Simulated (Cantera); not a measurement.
A perfectly stirred reactor is fed with CH4 : C2H6 : C3H8 : O2 : N2 = 1 : 0.072 : 0.15 : 3 : 11.3 (molar parts), at 1.00 bar; it is adiabatic with a 600 K inlet, and is followed from long to short residence time, starting on the burning branch (τ in s: 0.065, 0.035, 0.018, 0.0099, 0.0053, 0.0028, 0.0015, 0.0008, 0.00043, 0.00023, 0.00012, 6.6e-05, 3.5e-05).

Detailed kinetics in Cantera: GRI-Mech 3.0 (53 species, 325 reactions). GRI-Mech 3.0 was tuned for natural gas; its chemistry of propane as a main component is partial and can be far from experiment.

What does this change do: CH4 1 to 0.74 parts?


| quantity | before | after |
|---|---|---|
| blow-out, bracketed by the residence times tried | burning at 66.0 µs, out at 35.0 µs | burning at 66.0 µs, out at 35.0 µs |
| x(CH4) at τ = 65.0 ms | 1.95e-6 | 2.10e-6 |
| x(C2H6) at τ = 65.0 ms | 1.55e-8 | 2.80e-8 |
| x(C3H8) at τ = 65.0 ms | 3.88e-8 | 6.69e-8 |
| x(NO) at τ = 65.0 ms | 0.00224 | 0.00159 |
| x(O) at τ = 65.0 ms | 0.000836 | 0.000800 |
| x(CH4) at τ = 1.50 ms | 3.85e-5 | 3.76e-5 |
| x(C2H6) at τ = 1.50 ms | 5.92e-7 | 8.50e-7 |
| x(C3H8) at τ = 1.50 ms | 1.08e-6 | 1.62e-6 |
| x(NO) at τ = 1.50 ms | 0.000318 | 0.000138 |
| x(O) at τ = 1.50 ms | 0.00284 | 0.00325 |

What does this change do: pressure from 1.00 bar to 10.0 bar?


```tsv
quantity	before	after
blow-out, bracketed by the residence times tried	burning at 66.0 µs, out at 35.0 µs	burning at 35.0 µs, the shortest tried
x(CH4) at τ = 65.0 ms	1.95e-6	4.65e-7
x(C2H6) at τ = 65.0 ms	1.55e-8	2.75e-9
x(C3H8) at τ = 65.0 ms	3.88e-8	7.53e-9
x(NO) at τ = 65.0 ms	0.00224	0.00276
x(O) at τ = 65.0 ms	0.000836	0.000254
x(CH4) at τ = 1.50 ms	3.85e-5	1.46e-5
x(C2H6) at τ = 1.50 ms	5.92e-7	1.15e-7
x(C3H8) at τ = 1.50 ms	1.08e-6	2.90e-7
x(NO) at τ = 1.50 ms	0.000318	0.000939
x(O) at τ = 1.50 ms	0.00284	0.000399
```
